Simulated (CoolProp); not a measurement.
A simple Rankine cycle with sulfur dioxide: condensing at 321.15 K, boiler at 3.57 MPa, turbine inlet 390.7 K, turbine efficiency 0.85, pump efficiency 0.6, no recuperator. Each further row changes one setting.

The numbers come from the reference Helmholtz-energy equation of state, Gao 2016 in CoolProp.

```
case                             thermal efficiency (%)  net work (kJ/kg)  heat in (kJ/kg)  turbine exit temperature (K)  volume ratio over the turbine
-------------------------------  ----------------------  ----------------  ---------------  ----------------------------  -----------------------------
as stated                                          11.9              40.3              337                         321.2                           4.13
turbine inlet 410.7 K                              12.3        (withheld)              361                         321.2                           3.84
condensing temperature 313.15 K                    13.3        (withheld)       (withheld)                         313.2                           5.12
boiler pressure 2.5 MPa                             9.7              35.0              359                         321.2                           2.74
turbine efficiency 0.75                            10.4              35.1              337                         321.2                     (withheld)
```

### Question
Fill in the missing entries.

### Answer

- turbine inlet 410.7 K, net work (kJ/kg): 44.3
- condensing temperature 313.15 K, net work (kJ/kg): 46.5
- condensing temperature 313.15 K, heat in (kJ/kg): 349
- turbine efficiency 0.75, volume ratio over the turbine: 4.20

The expansion ends wet for: as stated; turbine inlet 410.7 K; condensing temperature 313.15 K; boiler pressure 2.5 MPa; turbine efficiency 0.75.
